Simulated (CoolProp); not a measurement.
Computed with CoolProp (reference Helmholtz-energy equation of state, Gedanitz 2015).

Q: For cyclopentane, give the phase and the density (kg/m³), Joule-Thomson coefficient (K/MPa), expansivity (1/kK), conductivity (mW/(m K)) at 90.85 °C and 13700 kPa; 158.45 °C and 13700 kPa; 259.95 °C and 13700 kPa.

A: 
- 90.85 °C and 13700 kPa: liquid; density 691, Joule-Thomson coefficient -0.331, expansivity 1.43, conductivity 111
- 158.45 °C and 13700 kPa: liquid; density 620, Joule-Thomson coefficient -0.144, expansivity 1.81, conductivity 93.2
- 259.95 °C and 13700 kPa: supercritical; density 488, Joule-Thomson coefficient 0.483, expansivity 3.21, conductivity 76.7

Thermal conductivity comes from a separate model (Vassiliou 2015).
